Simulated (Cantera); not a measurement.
A closed system holds: 1 mol n-butane, 0.074 mol NH3, 3.5 mol N2, at 2650 K and 4.30 bar.

These are equilibrium values from Cantera (NASA tables, ideal gas, pure condensed phases), not measurements of a reactor. Candidate condensed phases: C, C6H6, C7H8, C8H18; 92 gas species. Rates play no part.

Base state: H2 0.541, N2 0.380, HCN 0.0457, H 0.0166, C2H2 (acetylene) 0.0106, HNC 0.00629, CH4 0.000150, CN 9.91e-5 (mole fractions); condensed: C(graphite).

Problem. What changes in the equilibrium state with this change: pressure from 4.30 bar to 0.950 bar?

Solution. 
| species | before | after |
|---|---|---|
| H2 | 0.541 | 0.527 |
| N2 | 0.380 | 0.376 |
| HCN | 0.0457 | 0.0449 |
| H | 0.0166 | 0.0349 |
| C2H2 (acetylene) | 0.0106 | 0.0103 |
| CH4 | 0.000150 | 3.16e-5 |
| C2H4 | 1.09e-5 | 2.28e-6 |
| CH3 | 8.02e-5 | 3.63e-5 |
| CN | 9.91e-5 | 0.000210 |
| C2H | 3.16e-5 | 6.63e-5 |
| C(graphite), mol | 3.35 | 3.36 |
